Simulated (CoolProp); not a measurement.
Properties of cis-2-butene at several states (Tc = 435.8 K, pc = 4236 kPa, ω = 0.202).

Model: reference Helmholtz-energy equation of state, Lemmon 2005, in CoolProp. It is a short technical equation, of lower accuracy than the large ones.

```tsv
T (K)	p (kPa)	phase	density (kg/m³)	Joule-Thomson coefficient (K/MPa)	isothermal compressibility (1/MPa)
174.6	265	liquid	748.3	-0.5130	0.0006931
428.6	55.6	gas	0.8796	9.286	18.07
222.5	55.7	liquid	698.7	-0.4750	0.001081
245	11300	liquid	684.6	-0.4636	0.001168
```
